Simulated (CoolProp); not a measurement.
2000 sccm (0 °C, 1 atm) of nitrogen bubbles through liquid methanol at 311.6 K and leaves saturated at a total pressure of 0.15 MPa (ideal gas phase). Each further row changes one setting.

Computed with CoolProp (reference Helmholtz-energy equation of state, de Reuck 1993).

| case | vapour pressure (kPa) | mole fraction of vapour | delivery (mg/min) | delivery (sccm) | change of delivery for a bath 1 K warmer (%) |
|---|---|---|---|---|---|
| as stated | 33.0 | 0.220 | 807 | 565 | 6.2 |
| bath temperature 316.6 K | 41.6 | 0.278 | 1100 | 768 | 6.5 |
| total pressure 0.3 MPa | 33.0 | 0.110 | 354 | 247 | 5.4 |
